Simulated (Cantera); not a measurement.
# C2H6 + NH3 (carbon deposition, reforming and gasification)

Feed: 1 mol C2H6, 1.5 mol NH3, held at 4700000 Pa.

Cantera equilibrium calculation (NASA polynomials, part measured and part estimated; ideal gas, pure solids and liquids). Candidate condensed phases: C, C6H6, C7H8, C8H18; 92 gas species. The ideal-gas law is rough above about 30 bar. Equilibrium is a limit: real reactors are often held back by kinetics, nucleation or transport.

| T (K) | log p H2 | log p N2 | log p HCN | log p C2H2 (acetylene) | log p H | n C(graphite) |
|---|---|---|---|---|---|---|
| 2525 | 1.60 | 0.72 | 0.04 | -0.32 | -0.75 | 1.69 |
| 2600 | 1.59 | 0.71 | 0.11 | -0.20 | -0.62 | 1.62 |
| 2675 | 1.59 | 0.70 | 0.17 | -0.08 | -0.49 | 1.53 |
| 2750 | 1.58 | 0.69 | 0.23 | 0.03 | -0.37 | 1.43 |
| 2825 | 1.58 | 0.67 | 0.29 | 0.14 | -0.26 | 1.32 |
| 2900 | 1.57 | 0.66 | 0.34 | 0.23 | -0.15 | 1.18 |
| 2975 | 1.56 | 0.64 | 0.38 | 0.32 | -0.05 | 1.03 |
log p: log10 of the partial pressure in bar; n: condensed amount in mol.

From 2525 K to 2975 K the condensed part is C(graphite). The main C-bearing gas is HCN at 2525 K and C2H2 (acetylene) at 2975 K. The share of C in condensed phases is highest at 2525 K (84.3 %) and lowest at 2975 K (51.4 %).
